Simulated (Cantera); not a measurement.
An isothermal, constant-pressure homogeneous reactor starts with H2 : O2 = 0.037 : 1 (molar parts), equivalence ratio 0.018, at 1450 K and 12.8 Torr.

Computed with Cantera and GRI-Mech 3.0 (53 species, 325 reactions). Radical loss at walls, strong at low pressure, is not modelled. The temperature is held fixed by assumption; the heat of reaction is taken as removed at once.

x: mole fraction; the columns are a selection and need not sum to one.

```tsv
t (s)	x H2	x O2	x HO2	x H2O2	x OH	x H
3.00e-5	0.0357	0.964	6.00e-8	2.04e-11	3.56e-8	3.08e-8
8.02e-5	0.0357	0.964	1.60e-7	1.41e-10	1.70e-7	7.56e-8
0.000214	0.0357	0.964	4.28e-7	9.30e-10	1.52e-6	5.16e-7
0.000573	0.0353	0.964	(withheld)	(withheld)	(withheld)	(withheld)
0.00153	0.000661	0.933	1.59e-6	4.40e-8	0.00536	0.00312
0.00410	0.000436	0.933	1.50e-6	3.81e-8	0.00481	0.00277
0.0110	0.000406	0.936	1.45e-6	3.74e-8	0.00465	(withheld)
0.0293	0.000337	0.941	1.34e-6	3.54e-8	0.00425	0.00182
0.0783	0.000215	0.949	1.09e-6	3.04e-8	0.00341	0.000904
0.209	8.73e-5	0.958	6.70e-7	2.09e-8	0.00218	0.000226
0.560	2.20e-5	0.962	2.76e-7	1.05e-8	0.00110	2.82e-5
1.50	4.45e-6	0.963	9.76e-8	4.06e-9	0.000495	2.54e-6
4.00	9.65e-7	0.964	6.64e-8	1.47e-9	0.000231	2.56e-7
```

Task: Complete the blanks.

Result: 
- 0.000573, x HO2: 1.19e-6
- 0.000573, x H2O2: 5.13e-9
- 0.000573, x OH: 0.000185
- 0.000573, x H: 6.05e-5
- 0.0110, x H: 0.00246
